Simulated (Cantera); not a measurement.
What does this Cantera script print?

```python
import numpy as np
import cantera as ct

gas = ct.Solution("gri30.yaml")
gas.TPX = 1148, 1000, {'N2O': 1, 'H2': 0.033, 'N2': 2.3}
reactor = ct.IdealGasConstPressureReactor(gas, energy="off", clone=False)
net = ct.ReactorNet([reactor])
net.rtol, net.atol = 1e-08, 1e-18
show = ['N2O', 'H2', 'O', 'NO2', 'HO2', 'H', 'NO']
times = np.geomspace(1e-06, 200, 10)

steps = ct.SolutionArray(gas, extra=["t"])
rows = []
print(f"{'t/s':>10s}{'T/K':>9s}{'P/Pa':>11s}" + "".join(f"{s:>11s}" for s in show))
for t in times:
    while net.time < t:
        t_next = net.step()
        steps.append(gas.state, t=t_next)
    rows.append([np.interp(t, steps.t, y) for y in (steps.T, steps.P, *steps(*show).X.T)])
    print(f"{t:10.3e}{rows[-1][0]:9.1f}{rows[-1][1]:11.4g}" + "".join(f"{x:11.3e}" for x in rows[-1][2:]))
rate = np.gradient(steps.T, steps.t)
print("integrator steps:", len(steps.t))
if steps.T.max() > steps.T[0] + 200:
    print(f"time of steepest temperature rise: {steps.t[rate.argmax()]:.4e} s")
gas.TPX = 1148, 1000, {'N2O': 1, 'H2': 0.033, 'N2': 2.3}
gas.equilibrate("TP")
print(f"equilibrium (TP): T = {gas.T:.1f} K  " + "  ".join(f"{s} {gas[s].X[0]:.3e}" for s in show))
```

Output:

```
       t/s      T/K       P/Pa        N2O         H2          O        NO2        HO2          H         NO
 1.000e-06   1148.0       1000  3.000e-01  9.901e-03  3.332e-10  6.687e-29  1.756e-19  7.896e-14  1.196e-14
 8.363e-06   1148.0       1000  3.000e-01  9.901e-03  2.777e-09  3.131e-25  9.911e-17  5.560e-12  8.450e-13
 6.993e-05   1148.0       1000  3.000e-01  9.901e-03  2.260e-08  1.325e-21  5.544e-14  3.685e-10  5.755e-11
 5.848e-04   1148.0       1000  3.000e-01  9.901e-03  1.519e-07  8.100e-18  3.102e-11  2.009e-08  3.667e-09
 4.890e-03   1148.0       1000  3.000e-01  9.897e-03  3.685e-07  3.946e-13  9.472e-09  5.137e-07  1.575e-07
 4.090e-02   1148.0       1000  2.997e-01  9.628e-03  3.863e-07  5.369e-09  4.637e-07  3.835e-06  5.436e-06
 3.420e-01   1148.0       1000  2.942e-01  4.283e-03  6.296e-07  2.932e-07  9.207e-07  4.206e-06  6.622e-05
 2.860e+00   1148.0       1000  2.880e-01  6.897e-05  7.749e-07  2.026e-05  5.453e-07  2.551e-08  1.996e-04
 2.392e+01   1148.0       1000  2.723e-01  1.526e-08  7.346e-07  7.975e-05  1.746e-07  1.292e-09  1.184e-03
 2.000e+02   1148.0       1000  1.736e-01  1.553e-08  7.179e-07  6.277e-05  2.178e-08  1.654e-09  7.636e-03
integrator steps: 1677
equilibrium (TP): T = 1148.0 K  N2O 8.020e-10  H2 1.004e-09  O 2.843e-08  NO2 1.794e-07  HO2 4.662e-10  H 2.285e-11  NO 1.056e-04
```

Model: GRI-Mech 3.0 (53 species, 325 reactions), integrated in Cantera. GRI-Mech 3.0 was tuned for natural gas; its chemistry of N2O as a main component is partial and can be far from experiment. Radical loss at walls, strong at low pressure, is not modelled. The mechanism lacks the step 2 NO + O2 → 2 NO2, which can matter for NO2 below about 1400 K. The temperature is held fixed by assumption; the heat of reaction is taken as removed at once.
